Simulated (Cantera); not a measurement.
Low-pressure radical oxidation in H2/O2

An isothermal, constant-pressure homogeneous reactor starts with H2 : O2 = 0.018 : 1 (molar parts), equivalence ratio 0.0090, at 900 K and 320 Pa.

Detailed kinetics in Cantera: the H2/O2 subset of GRI-Mech 3.0, which has no nitrogen chemistry. Radical loss at walls, strong at low pressure, is not modelled. Below about 950 K walls govern HO2 and H2O2 in real vessels.

```csv
t (s),x H2,x O2,x O,x OH,x HO2
2.00e-6,0.0177,0.982,<1e-12,<1e-12,<1e-12
1.04e-5,0.0177,0.982,<1e-12,<1e-12,<1e-12
5.45e-5,0.0177,0.982,<1e-12,<1e-12,<1e-12
0.000284,0.0177,0.982,<1e-12,<1e-12,<1e-12
0.00148,0.0177,0.982,1.29e-12,1.01e-12,2.88e-12
0.00775,0.0177,0.982,2.91e-11,1.40e-11,1.53e-11
0.0404,0.0177,0.982,4.30e-8,1.81e-8,6.60e-10
0.211,0.000257,0.974,0.00718,0.000450,1.44e-6
1.10,2.45e-5,0.981,0.00132,0.000132,6.74e-7
5.75,1.19e-6,0.982,7.29e-5,2.98e-5,1.51e-7
30.0,4.94e-8,0.982,3.53e-6,6.62e-6,1.76e-8
```
x: mole fraction; the columns are a selection and need not sum to one.

Equilibrium at this temperature and pressure: H2 1.02e-12, O2 0.982, O 9.49e-11, OH 3.44e-8, HO2 5.03e-11 (gas phase only).
